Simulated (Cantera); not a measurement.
# Iron carbonyl, mercury and lead vapours: PbO + N2

Feed: 1 mol PbO, 0.34 mol N2, at 9.75 Torr.

Method: chemical equilibrium by Gibbs-energy minimisation in Cantera with the NASA 1993 tables (ideal gas, pure condensed phases). Candidate condensed phases: Pb, PbO, PbO2, Pb3O4; 12 gas species. Gases not in the tables: (PbO)n polymers. The numbers say what is thermodynamically allowed, not how fast it happens.

| T (°C) | log p N2 | log p PbO | log p Pb | log p O2 | log p NO | log p O | log p Pb2 | log p NO2 | n PbO(yellow) | n PbO(l) |
|---|---|---|---|---|---|---|---|---|---|---|
| 750 | -1.89 | -6.19 | -6.93 | -7.24 | -8.57 | -13.13 | <-13 | -13.18 | 1.000 | 0 |
| 850 | -1.89 | -4.94 | -5.71 | -6.02 | -7.54 | -11.37 | -12.48 | -11.81 | 1.000 | 0 |
| 950 | -1.89 | -3.96 | -4.74 | -5.05 | -6.71 | -9.92 | -10.77 | -10.72 | 0 | 0.997 |
| 1050 | -1.92 | -3.18 | -3.95 | -4.25 | -6.03 | -8.70 | -9.37 | -9.82 | 0 | 0.978 |
| 1150 | -2.04 | -2.51 | -3.26 | -3.57 | -5.50 | -7.65 | -8.18 | -9.11 | 0 | 0.862 |
| 1250 | -2.51 | -2.12 | -2.81 | -3.11 | -5.28 | -6.81 | -7.41 | -8.80 | 0 | 0 |
| 1350 | -2.52 | -2.17 | -2.66 | -2.96 | -5.02 | -6.20 | -7.25 | -8.59 | 0 | 0 |
log p: log10 of the partial pressure in bar; n: condensed amount in mol.

From 750 °C to 850 °C the condensed part is PbO(yellow). From 950 °C to 1150 °C the condensed part is PbO(l). From 1250 °C to 1350 °C nothing is condensed.
